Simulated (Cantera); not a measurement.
Charge: 1 mol Fe₃O₄, 0.34 mol Cl₂, 0.017 mol O₂, equilibrated at 1 atm.

Equilibrium computed with Cantera from the NASA thermochemical tables; the gas is ideal and each condensed phase is pure. Candidate condensed phases: Fe, FeCl₂, FeCl₃, FeO, Fe₂O₃, Fe₃O₄; 13 gas species. Mutual solubility and eutectic melting of coexisting phases are not modelled. Kinetics and transport are ignored.

Task: Which condensed phases are stable at each of these points (T (K)): 1023, 1123, 1223, 1323, 1423, 1523, 1623?

Result: 
```csv
T (K),condensed phases,Fe condensed (%)
1023,FeCl₂(l) + Fe₂O₃(s),98.0
1123,FeCl₂(l) + Fe₂O₃(s),97.7
1223,Fe₂O₃(s) + Fe₃O₄(s),91.1
1323,Fe₂O₃(s) + Fe₃O₄(s),91.0
1423,Fe₂O₃(s) + Fe₃O₄(s),90.9
1523,Fe₂O₃(s) + Fe₃O₄(s),90.9
1623,Fe₂O₃(s) + Fe₃O₄(s),91.0
```

From 1023 K to 1123 K the condensed part is FeCl₂(l) + Fe₂O₃(s). From 1223 K to 1623 K the condensed part is Fe₂O₃(s) + Fe₃O₄(s).
